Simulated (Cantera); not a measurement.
Cantera run:

```python
import numpy as np
import cantera as ct

gas_names = """
    CL CL2 H HCL H2 N NH NH2 NH3 N2 N2H2 N2H4 Si SiCL SiCL2 SiCL3 SiCL4 SiH SiHCL3 SiH2 SiH2CL2 SiH3
    SiH3CL SiH4 SiN Si2 Si2N Si3
""".split()
cond_names = """
    NH4CL(a) NH4CL(b) Si(cr) Si(L) Si3N4(a)
""".split()


def load(file, names, dense=False):
    # The tables refer to 1 bar. Condensed volumes are neglected.
    table = {s.name: s for s in ct.Species.list_from_file(file)}
    out = []
    for n in names:
        d = dict(table[n].input_data)
        d["thermo"] = dict(d["thermo"], **{"reference-pressure": 1e5})
        if dense:
            d["equation-of-state"] = {"model": "constant-volume", "density": "1e6 g/cm^3"}
        out.append(ct.Species.from_dict(d))
    return out


gas = ct.Solution(thermo="ideal-gas", species=load("nasa_gas.yaml", gas_names))
cond = {s.name: ct.Solution(thermo="fixed-stoichiometry", species=[s], name=s.name)
        for s in load("nasa_condensed.yaml", cond_names, dense=True)}
atoms = {
    'SiCl4': {'Si': 1, 'CL': 4},
    'NH3': {'N': 1, 'H': 3},
    'N2': {'N': 2},
}
top_T = {'Si3N4(a)': 2400}  # K; cautious upper limits of use, not melting points


def equilibrate(T, P, feed):
    n = {}
    for name, mol in feed.items():
        for a, k in atoms[name].items():
            n[a] = n.get(a, 0.0) + k * mol
    gas.TPX = T, P, n
    mass = sum(n.values()) * gas.mean_molecular_weight
    gas.equilibrate("TP")
    valid = [c for c in cond.values() if c.min_temp <= T <= top_T.get(c.name, c.max_temp)]
    mix = ct.Mixture([(gas, mass / gas.mean_molecular_weight)] + [(c, 0.0) for c in valid])
    mix.T, mix.P = T, P
    mix.equilibrate("TP", solver="vcs", rtol=1e-11, max_steps=5000)
    return mix


results = []
T = 2050  # K
P = 100000  # Pa
for m in [2.9, 3.5, 4.4, 5.4, 6.7, 8.3, 10, 13, 16, 20, 24, 30]:
    feed = {'SiCl4': 1, 'NH3': m, 'N2': 86}  # mol
    mix = equilibrate(T, P, feed)
    results.append((T, P, feed, dict(zip(mix.species_names, mix.species_moles))))

top = {s: max(r[3][s] / sum(r[3][g] for g in gas_names) for r in results) for s in gas_names}
cols = sorted((s for s in top if top[s] > 1e-06), key=lambda s: -top[s])[:9]
seen = [c for c in cond_names if any(r[3].get(c, 0) > 1e-12 for r in results)]
print("log10 of partial pressures in bar; condensed amounts in mol")
print(f"{'n(NH3)':>10s}" + "".join(f"{s[:9]:>10s}" for s in cols + seen))
for T, P, feed, n in results:
    ng = sum(n[g] for g in gas_names)
    print(f"{feed['NH3']:10.4g}" + "".join(f"{np.log10(max(n[s] / ng * P / 1e5, 1e-99)):10.3f}" for s in cols)
          + "".join(f"{n.get(c, 0):10.4g}" for c in seen))
```

It prints:

```
log10 of partial pressures in bar; condensed amounts in mol
    n(NH3)        N2        H2       HCL     SiCL2         H     SiCL3        CL      SiCL        Si  Si3N4(a)
       2.9    -0.031    -1.448    -1.677    -1.987    -3.368    -3.652    -3.727    -4.130    -4.548         0
       3.5    -0.035    -1.351    -1.680    -1.992    -3.320    -3.710    -3.780    -4.083    -4.449         0
       4.4    -0.041    -1.244    -1.659    -2.030    -3.266    -3.780    -3.812    -4.088    -4.422   0.02203
       5.4    -0.047    -1.154    -1.638    -2.075    -3.221    -3.849    -3.836    -4.109    -4.418   0.04654
       6.7    -0.055    -1.061    -1.621    -2.126    -3.175    -3.930    -3.865    -4.132    -4.413    0.0719
       8.3    -0.065    -0.973    -1.608    -2.183    -3.131    -4.018    -3.896    -4.157    -4.406   0.09628
        10    -0.075    -0.899    -1.601    -2.236    -3.094    -4.101    -3.926    -4.180    -4.400    0.1166
        13    -0.091    -0.800    -1.599    -2.319    -3.044    -4.230    -3.973    -4.216    -4.389    0.1435
        16    -0.107    -0.727    -1.603    -2.390    -3.008    -4.343    -4.014    -4.246    -4.378    0.1631
        20    -0.126    -0.653    -1.614    -2.473    -2.971    -4.473    -4.062    -4.282    -4.366    0.1824
        24    -0.143    -0.597    -1.628    -2.546    -2.943    -4.588    -4.104    -4.312    -4.354    0.1966
        30    -0.167    -0.533    -1.651    -2.641    -2.911    -4.738    -4.159    -4.352    -4.338    0.2122
```

Cantera equilibrium calculation (NASA polynomials, part measured and part estimated; ideal gas, pure solids and liquids). The tables' values for SiCl3, SiCl are old estimates; treat these amounts as uncertain. Gases not in the tables: Si2H6 and higher silanes.
